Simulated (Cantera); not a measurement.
**Pyrogenic steam for wet oxidation**

An isothermal, constant-pressure homogeneous reactor starts with 12.6 % H2, 15.9 % O2, 71.5 % N2, at 975 K and 0.440 bar.

Model: GRI-Mech 3.0 (53 species, 325 reactions), integrated in Cantera. The temperature is held fixed by assumption; the heat of reaction is taken as removed at once.

```json
[
 {"t (s)": "0.000400", "x H2": "0.126", "x O2": "0.159", "x O": "1.78e-6", "x H2O": "1.68e-5", "x NO": "<1e-12", "x H2O2": "1.13e-8", "x H": "7.91e-6"},
 {"t (s)": "0.00172", "x H2": "0.00816", "x O2": "0.106", "x O": "6.80e-5", "x H2O": "0.125", "x NO": "3.02e-7", "x H2O2": "6.87e-6", "x H": "4.92e-5"},
 {"t (s)": "0.00739", "x H2": "0.00482", "x O2": "0.105", "x O": "3.63e-6", "x H2O": "0.129", "x NO": "2.20e-7", "x H2O2": "2.96e-5", "x H": "1.59e-6"},
 {"t (s)": "0.0317", "x H2": "0.00326", "x O2": "0.104", "x O": "1.92e-6", "x H2O": "0.130", "x NO": "1.71e-7", "x H2O2": "4.67e-5", "x H": "6.70e-7"},
 {"t (s)": "0.136", "x H2": "0.00109", "x O2": "0.103", "x O": "7.23e-7", "x H2O": "0.133", "x NO": "1.11e-7", "x H2O2": "1.82e-5", "x H": "1.39e-7"},
 {"t (s)": "0.586", "x H2": "0.000142", "x O2": "0.103", "x O": "6.43e-8", "x H2O": "0.134", "x NO": "4.19e-8", "x H2O2": "9.97e-7", "x H": "6.19e-9"},
 {"t (s)": "2.52", "x H2": "1.72e-5", "x O2": "0.103", "x O": "2.11e-9", "x H2O": "0.134", "x NO": "1.64e-8", "x H2O2": "2.35e-8", "x H": "1.65e-10"},
 {"t (s)": "10.8", "x H2": "1.79e-6", "x O2": "0.103", "x O": "8.35e-11", "x H2O": "0.134", "x NO": "2.20e-8", "x H2O2": "5.20e-10", "x H": "6.12e-12"},
 {"t (s)": "46.5", "x H2": "1.95e-8", "x O2": "0.103", "x O": "2.80e-12", "x H2O": "0.134", "x NO": "1.17e-7", "x H2O2": "1.29e-11", "x H": "<1e-12"},
 {"t (s)": "200", "x H2": "4.41e-11", "x O2": "0.103", "x O": "1.54e-11", "x H2O": "0.134", "x NO": "2.88e-7", "x H2O2": "2.65e-11", "x H": "<1e-12"}
]
```
x: mole fraction; the columns are a selection and need not sum to one.

Equilibrium at this temperature and pressure: H2 2.58e-11, O2 0.103, O 3.51e-11, H2O 0.134, NO 1.63e-5, H2O2 5.78e-11, H <1e-12 (gas phase only).
